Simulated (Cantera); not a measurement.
Boron, boron nitride and boron oxide: BF₃ + O₂ + N₂

A closed system holds: 1 mol BF₃, 0.79 mol O₂, 0.8 mol N₂, equilibrated at 13300 Pa.

These are equilibrium values from Cantera (NASA tables, ideal gas, pure condensed phases), not measurements of a reactor. Candidate condensed phases: B, BN, B₂O₃; 31 gas species. Rates play no part.

From 1027 °C to 1677 °C nothing is condensed. The main B-bearing gas is BF₃ throughout.

| T (°C) | x BF₃ | x N₂ | x O₂ | x NO | x F | x BOF |
|---|---|---|---|---|---|---|
| 1027 | 0.386 | 0.309 | 0.305 | 0.000299 | 3.10e-6 | 1.07e-6 |
| 1077 | 0.386 | 0.309 | 0.305 | 0.000408 | 6.72e-6 | 2.54e-6 |
| 1127 | 0.386 | 0.309 | 0.305 | 0.000546 | 1.39e-5 | 5.57e-6 |
| 1177 | 0.386 | 0.309 | 0.305 | 0.000716 | 2.73e-5 | 1.15e-5 |
| 1227 | 0.386 | 0.308 | 0.305 | 0.000922 | 5.15e-5 | 2.25e-5 |
| 1277 | 0.386 | 0.308 | 0.304 | 0.00117 | 9.37e-5 | 4.19e-5 |
| 1327 | 0.386 | 0.308 | 0.304 | 0.00146 | 0.000164 | 7.50e-5 |
| 1377 | 0.386 | 0.308 | 0.304 | 0.00179 | 0.000279 | 0.000129 |
| 1427 | 0.386 | 0.308 | 0.304 | 0.00218 | 0.000458 | 0.000215 |
| 1477 | 0.385 | 0.307 | 0.303 | 0.00262 | 0.000734 | 0.000348 |
| 1527 | 0.385 | 0.307 | 0.303 | 0.00312 | 0.00114 | 0.000547 |
| 1577 | 0.385 | 0.307 | 0.302 | 0.00367 | 0.00174 | 0.000838 |
| 1627 | 0.384 | 0.306 | 0.301 | 0.00428 | 0.00260 | 0.00126 |
| 1677 | 0.383 | 0.305 | 0.300 | 0.00495 | 0.00379 | 0.00184 |
x: gas mole fraction; nothing condenses.
